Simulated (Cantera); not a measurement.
NO annealing gas

A perfectly stirred reactor is fed with 5.56 % NO, 94.4 % N2, at 0.306 atm; it is held at 1950 K, and followed from long to short residence time.

Model: GRI-Mech 3.0 (53 species, 325 reactions), integrated in Cantera.

```json
[
 {"τ (s)": "1.0", "x NO": "0.0527", "x N2O": "1.27e-6", "x N2": "0.946", "x NO2": "5.60e-6", "x O": "3.94e-5", "x O2": "0.00142"},
 {"τ (s)": "0.46", "x NO": "0.0543", "x N2O": "1.35e-6", "x N2": "0.945", "x NO2": "4.61e-6", "x O": "3.18e-5", "x O2": "0.000605"},
 {"τ (s)": "0.21", "x NO": "0.0550", "x N2O": "1.38e-6", "x N2": "0.945", "x NO2": "4.00e-6", "x O": "2.74e-5", "x O2": "0.000256"},
 {"τ (s)": "0.094", "x NO": "0.0553", "x N2O": "1.38e-6", "x N2": "0.945", "x NO2": "3.54e-6", "x O": "2.42e-5", "x O2": "0.000102"},
 {"τ (s)": "0.043", "x NO": "0.0555", "x N2O": "1.35e-6", "x N2": "0.944", "x NO2": "3.03e-6", "x O": "2.06e-5", "x O2": "3.81e-5"},
 {"τ (s)": "0.019", "x NO": "0.0555", "x N2O": "1.29e-6", "x N2": "0.944", "x NO2": "2.25e-6", "x O": "1.53e-5", "x O2": "1.10e-5"},
 {"τ (s)": "0.0087", "x NO": "0.0555", "x N2O": "1.17e-6", "x N2": "0.944", "x NO2": "1.34e-6", "x O": "9.11e-6", "x O2": "2.45e-6"},
 {"τ (s)": "0.0039", "x NO": "0.0555", "x N2O": "9.62e-7", "x N2": "0.944", "x NO2": "6.04e-7", "x O": "4.24e-6", "x O2": "4.17e-7"},
 {"τ (s)": "0.0018", "x NO": "0.0556", "x N2O": "7.00e-7", "x N2": "0.944", "x NO2": "2.38e-7", "x O": "1.81e-6", "x O2": "7.25e-8"},
 {"τ (s)": "0.00080", "x NO": "0.0556", "x N2O": "4.28e-7", "x N2": "0.944", "x NO2": "7.98e-8", "x O": "7.17e-7", "x O2": "1.21e-8"}
]
```
x: mole fraction; the columns are a selection and need not sum to one.
